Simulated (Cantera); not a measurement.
A Cantera script and what it prints.

```python
import numpy as np
import cantera as ct

gas_names = """
    H HO2 H2 H2O H2O2 Li LiH LiO LiOH Li2 Li2O Li2O2 Li2O2H2 O OH O2 O3
""".split()
cond_names = """
    H2O(s) H2O(L) Li(cr) Li(L) LiH(s) LiH(L) LiOH(s) LiOH(L) Li2O(s) Li2O(L)
""".split()


# ... load() reads the species with a 1 bar reference pressure and builds the phases ...
atoms = {
    'LiOH': {'Li': 1, 'O': 1, 'H': 1},
    'H2': {'H': 2},
    'H2O': {'H': 2, 'O': 1},
}
top_T = {}  # K; cautious upper limits of use, not melting points


# ... equilibrate(T, P, feed) seeds the gas with the atoms and calls Mixture.equilibrate('TP', solver="vcs", rtol=1e-11, max_steps=5000) ...
results = []
feed = {'LiOH': 1, 'H2': 0.86, 'H2O': 0.098}  # mol
P = 1000  # Pa
for T in [1050, 1100, 1150, 1200, 1250, 1300, 1350, 1400, 1450, 1500, 1550, 1600, 1650, 1700]:
    mix = equilibrate(T, P, feed)
    results.append((T, P, feed, dict(zip(mix.species_names, mix.species_moles))))

top = {s: max(r[3][s] / sum(r[3][g] for g in gas_names) for r in results) for s in gas_names}
cols = sorted((s for s in top if top[s] > 0.001), key=lambda s: -top[s])[:6]
seen = [c for c in cond_names if any(r[3].get(c, 0) > 1e-12 for r in results)]
print("log10 of partial pressures in bar; condensed amounts in mol")
print(f"{'T/K':>10s}" + "".join(f"{s[:9]:>10s}" for s in cols + seen))
for T, P, feed, n in results:
    ng = sum(n[g] for g in gas_names)
    print(f"{T:10.4g}" + "".join(f"{np.log10(max(n[s] / ng * P / 1e5, 1e-99)):10.3f}" for s in cols)
          + "".join(f"{n.get(c, 0):10.4g}" for c in seen))
```

Output:

```
log10 of partial pressures in bar; condensed amounts in mol
       T/K        H2       H2O      LiOH        Li      Li2O   Li2O(s)
      1050    -2.229    -2.387    -5.394    -9.216   -11.837    0.4997
      1100    -2.229    -2.388    -4.982    -8.476   -10.894    0.4992
      1150    -2.230    -2.389    -4.608    -7.801   -10.035    0.4982
      1200    -2.230    -2.391    -4.266    -7.184    -9.251     0.496
      1250    -2.232    -2.396    -3.954    -6.617    -8.532    0.4917
      1300    -2.234    -2.403    -3.669    -6.093    -7.871     0.484
      1350    -2.238    -2.417    -3.409    -5.608    -7.261    0.4706
      1400    -2.245    -2.440    -3.174    -5.155    -6.697    0.4485
      1450    -2.255    -2.477    -2.964    -4.729    -6.174     0.414
      1500    -2.271    -2.533    -2.779    -4.325    -5.688    0.3624
      1550    -2.296    -2.616    -2.622    -3.937    -5.236    0.2883
      1600    -2.333    -2.731    -2.495    -3.564    -4.813    0.1842
      1650    -2.397    -2.882    -2.397    -3.207    -4.418    0.0316
      1700    -2.420    -2.875    -2.398    -3.093    -4.379         0
```

These are equilibrium values from Cantera (NASA tables, ideal gas, pure condensed phases), not measurements of a reactor.
